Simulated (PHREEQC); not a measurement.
Make-up at 25 °C: 3.1 mol K2CO3, 0.003 mol Na2B4O7 and 0.0014 mol H4SiO4 per kg of water. Closed to the air; pH follows from the charge balance.

The numbers come from PHREEQC with the Pitzer model, pitzer.dat.

```json
[
 {"quantity": "pH", "before": "12.39", "after": "11.97"},
 {"quantity": "HCO3- (mol/kgw)", "before": "0.0136", "after": "0.00999"},
 {"quantity": "H2SiO4-2 (mol/kgw)", "before": "0.00113", "after": "0.000372"},
 {"quantity": "H3SiO4- (mol/kgw)", "before": "0.000266", "after": "0.000327"},
 {"quantity": "B(OH)3 (mol/kgw)", "before": "3.54e-5", "after": "1.55e-5"},
 {"quantity": "SI of Kalicinite (KHCO3)", "before": "-2.15", "after": "-2.57"},
 {"quantity": "SI of SiO2(a) (SiO2)", "before": "-3.75", "after": "-3.30"}
]
```

Q: What was changed between the two runs?
A) diluted 100-fold with water
B) Na2B4O7 from 0.003 to 0.0003 mol/kgw
C) diluted 5-fold with water
D) K2CO3 from 3.1 to 3.41 mol/kgw
E) diluted 2-fold with water

A: E, diluted 2-fold with water

This is a speciation only: nothing precipitates in the calculation. In brines, pH and single-ion activities rest on the MacInnes convention.
